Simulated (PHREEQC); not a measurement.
Consider water at 73 °C with 0.016 mol/kgw K2HPO4. Closed to the air; pH follows from the charge balance.

Equilibrium calculation in PHREEQC: ion-association model, phreeqc.dat.

The ionic strength comes out as 0.0471 mol/kgw. What activity coefficients do K+, KHPO4-, OH-, H2PO4-, PO4-3 get?

K+ 0.80, KHPO4- 0.82, OH- 0.80, H2PO4- 0.82, PO4-3 0.14.

No solid was allowed to form. At this temperature some constants are extrapolated from 25 °C, and those without enthalpy data are left unchanged.
